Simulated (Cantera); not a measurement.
Charge: 1 mol MgO, 0.91 mol CO, equilibrated at 0.000150 bar.

Method: chemical equilibrium by Gibbs-energy minimisation in Cantera with the NASA 1993 tables (ideal gas, pure condensed phases). Candidate condensed phases: C, Mg, MgCO₃, MgO; 15 gas species. Kinetics and transport are ignored. All values below are at 1702 °C.

Base state: CO 0.778, Mg 0.111, CO₂ 0.110, O 0.000556, O₂ 0.000153, MgO 8.37e-5 (mole fractions); condensed: MgO(s).

Task: What changes in the equilibrium state with this change: pressure from 0.000150 bar to 0.00133 bar?

Result: 
| species | before | after |
|---|---|---|
| CO | 0.778 | 0.919 |
| Mg | 0.111 | 0.0403 |
| CO₂ | 0.110 | 0.0403 |
| O₂ | 0.000153 | 1.65e-6 |
| O | 0.000556 | 1.94e-5 |
| MgO | 8.37e-5 | 9.41e-6 |
| MgO(s), mol | 0.886 | 0.962 |
